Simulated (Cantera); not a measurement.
A perfectly stirred reactor is fed with NH₃ : N₂ = 1 : 6.8 (molar parts), at 0.197 atm; it is held at 2175 K, and followed from long to short residence time.

Detailed kinetics in Cantera: the gas-phase N/H chemistry of the illustrative SiF4/NH3 mechanism in the Surface Chemkin manual (1991). Walls and surfaces, which speed up NH3 decomposition in real reactors, are not modelled.

**Question.** What does this change do: pressure from 0.197 atm to 0.0987 atm?

**Answer.** 
```tsv
quantity	before	after
x(NH₃) at τ = 1.80 s	0.00175	0.00380
x(N₂H₄) at τ = 1.80 s	4.01e-11	5.69e-11
x(H) at τ = 1.80 s	0.00125	0.000953
x(N₂H₂) at τ = 1.80 s	1.58e-8	3.56e-8
x(H₂) at τ = 1.80 s	0.167	0.165
x(NH₃) at τ = 24.0 ms	0.0726	0.0895
x(N₂H₄) at τ = 24.0 ms	7.11e-9	5.62e-9
x(H) at τ = 24.0 ms	0.000178	0.000128
x(N₂H₂) at τ = 24.0 ms	8.61e-7	1.23e-6
x(H₂) at τ = 24.0 ms	0.0734	0.0508
```

**Question.** What does this change do: temperature 2175 to 1625 K?

**Answer.** 
```tsv
quantity	before	after
x(NH₃) at τ = 1.80 s	0.00175	0.111
x(N₂H₄) at τ = 1.80 s	4.01e-11	1.09e-8
x(H) at τ = 1.80 s	0.00125	4.45e-6
x(N₂H₂) at τ = 1.80 s	1.58e-8	1.50e-7
x(H₂) at τ = 1.80 s	0.167	0.0229
x(NH₃) at τ = 24.0 ms	0.0726	0.128
x(N₂H₄) at τ = 24.0 ms	7.11e-9	1.03e-8
x(H) at τ = 24.0 ms	0.000178	6.38e-8
x(N₂H₂) at τ = 24.0 ms	8.61e-7	9.88e-8
x(H₂) at τ = 24.0 ms	0.0734	0.000215
```

**Question.** What does this change do: temperature 2175 to 1273 K?

**Answer.** 
```
quantity                  before     after
----------------------  --------  --------
x(NH₃) at τ = 1.80 s     0.00175     0.128
x(N₂H₄) at τ = 1.80 s   4.01e-11   6.95e-9
x(H) at τ = 1.80 s       0.00125  5.85e-10
x(N₂H₂) at τ = 1.80 s    1.58e-8   1.31e-8
x(H₂) at τ = 1.80 s        0.167   3.59e-5
x(NH₃) at τ = 24.0 ms     0.0726     0.128
x(N₂H₄) at τ = 24.0 ms   7.11e-9  2.36e-12
x(H) at τ = 24.0 ms     0.000178  1.31e-11
x(N₂H₂) at τ = 24.0 ms   8.61e-7  4.08e-12
x(H₂) at τ = 24.0 ms      0.0734   2.29e-8
```
